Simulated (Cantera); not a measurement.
Input: 1 mol MgCO3, 6.4 mol O2, held at 0.120 bar.

These are equilibrium values from Cantera (NASA tables, ideal gas, pure condensed phases), not measurements of a reactor. Candidate condensed phases: C, Mg, MgCO3, MgO; 15 gas species. Rates play no part. All values below are at 1675 K.

Base state: O2 0.865, CO2 0.135, O 9.17e-5, CO 2.14e-5 (mole fractions); condensed: MgO(s).

Question: What changes in the equilibrium state with this change: MgCO3 replaced by MgO?

Answer: 
```json
[
 {"species": "O2", "before": "0.865", "after": "1.000"},
 {"species": "O", "before": "9.17e-5", "after": "9.86e-5"},
 {"species": "CO2", "before": "0.135", "after": "0"},
 {"species": "CO", "before": "2.14e-5", "after": "0"},
 {"species": "MgO(s), mol", "before": "1.00", "after": "1.00"}
]
```
